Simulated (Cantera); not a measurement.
Charge: 1 mol NH3, 0.022 mol SO2, 4 mol O2, held at 33.0 mbar.

Equilibrium computed with Cantera from the NASA thermochemical tables; the gas is ideal and each condensed phase is pure. Candidate condensed phases: H2O, H2SO4, S; 35 gas species. Equilibrium is a limit: real reactors are often held back by kinetics, nucleation or transport. All values below are at 3273 K.

Base state: O 0.520, H 0.218, O2 0.125, OH 0.0541, N2 0.0465, H2 0.0135, NO 0.0121, H2O 0.00833 (mole fractions); condensed: gas only.

Task: What changes in the equilibrium state with this change: SO2 from 0.022 to 0.84 mol?

Result: 
```
species    before     after
-------  --------  --------
O           0.520     0.504
H           0.218     0.191
O2          0.125     0.117
SO        0.00122    0.0396
S        0.000629    0.0211
SO2      0.000457    0.0144
H2         0.0135    0.0103
OH         0.0541    0.0458
N2         0.0465    0.0395
NO         0.0121    0.0108
S2        4.72e-8   5.30e-5
SH        1.00e-5  0.000293
```
